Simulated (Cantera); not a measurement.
Moist CO burnout

An isothermal, constant-pressure homogeneous reactor starts with CO : O2 : H2O : N2 = 0.0033 : 0.079 : 0.06 : 1 (molar parts), at 1498 K and 3750 Torr.

Cantera simulation using GRI-Mech 3.0 (53 species, 325 reactions); the numbers are that mechanism's predictions, not measurements.

```json
[
 {"t (s)": "2.00e-6", "x CO": "0.00289", "x O2": "0.0692", "x H2O": "0.0525", "x O": "3.67e-9", "x H": "1.46e-10"},
 {"t (s)": "7.87e-6", "x CO": "0.00289", "x O2": "0.0692", "x H2O": "0.0525", "x O": "1.18e-8", "x H": "9.17e-10"},
 {"t (s)": "3.10e-5", "x CO": "0.00289", "x O2": "0.0692", "x H2O": "0.0525", "x O": "6.06e-8", "x H": "7.85e-9"},
 {"t (s)": "0.000122", "x CO": "0.00286", "x O2": "0.0691", "x H2O": "0.0525", "x O": "4.17e-6", "x H": "5.53e-7"},
 {"t (s)": "0.000479", "x CO": "0.000838", "x O2": "0.0681", "x H2O": "0.0524", "x O": "3.53e-5", "x H": "2.68e-6"},
 {"t (s)": "0.00189", "x CO": "6.35e-5", "x O2": "0.0678", "x H2O": "0.0526", "x O": "3.68e-6", "x H": "8.91e-8"},
 {"t (s)": "0.00742", "x CO": "1.73e-6", "x O2": "0.0678", "x H2O": "0.0526", "x O": "5.93e-7", "x H": "4.69e-9"},
 {"t (s)": "0.0292", "x CO": "2.39e-8", "x O2": "0.0678", "x H2O": "0.0526", "x O": "4.63e-7", "x H": "3.17e-9"},
 {"t (s)": "0.115", "x CO": "2.37e-8", "x O2": "0.0678", "x H2O": "0.0526", "x O": "4.62e-7", "x H": "3.17e-9"},
 {"t (s)": "0.452", "x CO": "2.37e-8", "x O2": "0.0678", "x H2O": "0.0526", "x O": "4.62e-7", "x H": "3.17e-9"},
 {"t (s)": "1.78", "x CO": "2.37e-8", "x O2": "0.0678", "x H2O": "0.0526", "x O": "4.62e-7", "x H": "3.17e-9"},
 {"t (s)": "7.00", "x CO": "2.37e-8", "x O2": "0.0678", "x H2O": "0.0526", "x O": "4.62e-7", "x H": "3.17e-9"}
]
```
x: mole fraction; the columns are a selection and need not sum to one.

Equilibrium at this temperature and pressure: CO 2.38e-8, O2 0.0674, H2O 0.0526, O 4.61e-7, H 3.17e-9 (gas phase only).
